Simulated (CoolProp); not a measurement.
A simple Rankine cycle with water: condensing at 295.15 K, boiler at 1.28 MPa, turbine inlet 613.9 K, turbine efficiency 0.85, pump efficiency 0.6, no recuperator. Each further row changes one setting.

Model: reference Helmholtz-energy equation of state, Wagner 2002, in CoolProp.

```csv
case,thermal efficiency (%),net work (kJ/kg),heat in (kJ/kg),turbine exit temperature (K),volume ratio over the turbine
as stated,28.6,870,3040,295.1,211
turbine inlet 633.9 K,[?],[?],3080,295.1,[?]
condensing temperature 287.15 K,29.8,917,[?],287.1,335
boiler pressure 0.896 MPa,27.4,834,3050,295.1,149
turbine efficiency 0.75,25.3,[?],3040,295.1,221
```

Task: Complete the blanks.

Result: 
- turbine inlet 633.9 K, thermal efficiency (%): 28.9
- turbine inlet 633.9 K, net work (kJ/kg): 889
- turbine inlet 633.9 K, volume ratio over the turbine: 206
- condensing temperature 287.15 K, heat in (kJ/kg): 3070
- turbine efficiency 0.75, net work (kJ/kg): 767

The expansion ends wet for: as stated; turbine inlet 633.9 K; condensing temperature 287.15 K; boiler pressure 0.896 MPa; turbine efficiency 0.75.
